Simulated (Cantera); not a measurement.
A closed system holds: 1 mol CaF₂, 7.5 mol O₂, 5.5 mol N₂, 3.1 mol H₂O, at 1927 °C and 0.00133 bar.

These are equilibrium values from Cantera (NASA tables, ideal gas, pure condensed phases), not measurements of a reactor. Candidate condensed phases: Ca, CaF₂, CaO, Ca(OH)₂, H₂O; 47 gas species. Kinetics and transport are ignored.

Base state: O₂ 0.389, N₂ 0.302, H₂O 0.107, HF 0.0803, O 0.0462, OH 0.0314, CaF₂ 0.0153, H 0.0113 (mole fractions); condensed: CaO(s).

**Question.** What changes in the equilibrium state with this change: O₂ from 7.5 to 1.6 mol?

**Answer.** 
```
species        before     after
-----------  --------  --------
N₂              0.302     0.466
H₂O             0.107     0.165
O₂              0.389     0.125
H₂            0.00534    0.0146
O              0.0462    0.0262
H              0.0113    0.0186
HF             0.0803     0.123
CaF₂           0.0153    0.0232
NO             0.0107   0.00749
OH             0.0314    0.0294
Ca            7.74e-5  0.000137
CaOH          7.79e-5  0.000129
CaF          0.000938   0.00153
Ca(OH)₂       4.45e-5   6.88e-5
CaO(s), mol     0.706     0.707
```
